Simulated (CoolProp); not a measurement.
Model: reference Helmholtz-energy equation of state, de Reuck 1990, in CoolProp.

Task: For fluorine, give the phase and the Z, cv (kJ/(kg K)), isothermal compressibility (1/MPa), expansivity (1/kK) at 117.2 K and 1080 kPa.

Result: 
- 117.2 K and 1080 kPa: gas; Z 0.853, cv 0.625, isothermal compressibility 1.11, expansivity 13.9
